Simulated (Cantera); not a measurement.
A perfectly stirred reactor is fed with 6.65 % CH₄, 19.5 % O₂, 73.8 % N₂, equivalence ratio 0.68, at 7.70 atm; it is adiabatic with a 450 K inlet, and is followed from long to short residence time, starting on the burning branch (τ in s: 0.26, 0.11, 0.043, 0.018, 0.0071, 0.0029, 0.0012, 0.00047, 0.00019, 7.7e-05, 3.1e-05).

Cantera simulation using GRI-Mech 3.0 (53 species, 325 reactions); the numbers are that mechanism's predictions, not measurements.

One state of this run: T (K) = 1909; x CH₄ = 4.69e-5; x O₂ = 0.0628; x CH₂CO = 2.98e-8; x CO = 0.000993; x CH₃ = 1.25e-5; x HCO = 8.02e-8; x NO = 1.67e-5. x: mole fraction; the columns are a selection and need not sum to one.

Which value of τ (s) does it belong to?
A) 0.11
B) 0.00019
C) 0.0029
D) 3.1e-5

C, 0.0029
